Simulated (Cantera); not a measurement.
**Ignition delay**

Mixture: 3.99 % C3H8, 20.0 % O2, 75.1 % N2, 0.958 % H2O, at 0.987 atm, adiabatic and at constant volume. Ignition delay is the time to a rise of 400 K.

Detailed kinetics in Cantera: GRI-Mech 3.0 (53 species, 325 reactions). GRI-Mech 3.0 was tuned for natural gas; its chemistry of propane as a main component is partial and can be far from experiment.

```
T0 (K)  delay (ms)
------  ----------
1225          3.59
1300         0.924
1375         0.298
1450         0.118
1525        0.0564
1600        0.0312
1675        0.0194
1750        0.0132
```

The apparent activation energy between 1600 and 1750 K is 130 kJ/mol.
